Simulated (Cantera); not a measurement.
Hydrogen reduction and annealing atmospheres: Fe₂O₃ + H₂ + H₂O

Input: 1 mol Fe₂O₃, 4.3 mol H₂, 0.65 mol H₂O, at 480 Torr.

Equilibrium computed with Cantera from the NASA thermochemical tables; the gas is ideal and each condensed phase is pure. Candidate condensed phases: Fe, FeO, Fe(OH)₂, Fe(OH)₃, Fe₂O₃, Fe₃O₄, H₂O; 12 gas species. The tables' stoichiometric FeO is somewhat more stable than real wüstite, so its field is too wide. FeO: taken at fixed stoichiometry. Kinetics and transport are ignored.

| T (°C) | x H₂ | x H₂O | x H | x Fe | x OH | x Fe(OH)₂ | n FeO(s) | n FeO(l) |
|---|---|---|---|---|---|---|---|---|
| 725 | 0.667 | 0.333 | 2.20e-9 | <1e-12 | 2.39e-12 | 3.59e-9 | 2.00 | 0 |
| 925 | 0.667 | 0.333 | 1.94e-7 | 4.00e-11 | 7.67e-10 | 1.37e-7 | 2.00 | 0 |
| 1125 | 0.667 | 0.333 | 4.83e-6 | 1.71e-8 | 4.76e-8 | 1.82e-6 | 2.00 | 0 |
| 1325 | 0.667 | 0.333 | 5.43e-5 | 1.51e-6 | 1.06e-6 | 1.25e-5 | 2.00 | 0 |
| 1525 | 0.666 | 0.333 | 0.000359 | 4.07e-5 | 1.18e-5 | 4.76e-5 | 0 | 2.00 |
| 1725 | 0.664 | 0.333 | 0.00163 | 0.000521 | 8.15e-5 | 0.000130 | 0 | 2.00 |
| 1925 | 0.655 | 0.334 | 0.00563 | 0.00401 | 0.000400 | 0.000294 | 0 | 1.98 |
x: gas mole fraction; n: condensed amount in mol.

From 725 °C to 1325 °C the condensed part is FeO(s). From 1525 °C to 1925 °C the condensed part is FeO(l).
